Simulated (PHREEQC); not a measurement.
A PHREEQC speciation (ion-association model, wateq4f.dat) at 25 °C gives pH 1.94 and these molalities:

| species | mol/kgw |
|---|---|
| FeSO4+ | 0.186 |
| SO4-2 | 0.0777 |
| Fe(SO4)2- | 0.0701 |
| HSO4- | 0.0295 |
| H+ | 0.0150 |
| FeHSO4+2 | 0.0142 |
| Fe+3 | 0.00660 |
| FeOH+2 | 0.00153 |
| Fe2(OH)2+4 | 0.000546 |
| ZnSO4 | 0.000120 |
| Zn+2 | 0.000114 |
| Zn(SO4)2-2 | 6.67e-5 |
| Fe3(OH)4+5 | 1.99e-5 |
| Fe(OH)2+ | 1.46e-5 |

**Question.** What are the element totals, and what could have been dissolved in 1 kg of water to give them?

**Answer.** This is not unique; one that fits is totals Fe(3) 0.280, S(6) 0.448, Zn 0.000300 mol/kgw, from 28 mmol/kgw H2SO4, 0.3 mmol/kgw ZnSO4 and 140 mmol/kgw Fe2(SO4)3.

This is a speciation only: nothing precipitates in the calculation. Examples of supersaturated solids here: Hematite (slow to form), Goethite (slow to form). Others may be too.
